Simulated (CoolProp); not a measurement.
Vapour-liquid equilibrium of R22 (1) + c-C4F8 (RC318) (2) at 318.3 K; x and y are mole fractions of (1).

Model: multi-fluid Helmholtz-energy mixture model, Kamei 1995 and Platzer 1990; pair parameters Bell 2016, in CoolProp. This equation is an older, rougher fit; its heat capacities, sound speeds and derivatives of the liquid may be far off and weren't checked against measurements.

### Question
Give the bubble pressure and the first vapour's composition at x = 0.05, 0.425, 0.65. Is there an azeotrope?

### Answer
x = 0.05: 603.9 kPa, y = 0.099; x = 0.425: 1189 kPa, y = 0.695; x = 0.65: 1482 kPa, y = 0.820. No azeotrope shows between x = 0.05 and 0.95.

Pair parameters are fitted to limited data, so mixtures are less certain than the pure fluids. The gap from Raoult's law changes sign with composition, which may be real or a fault of the pair parameters; it wasn't checked against measurements.
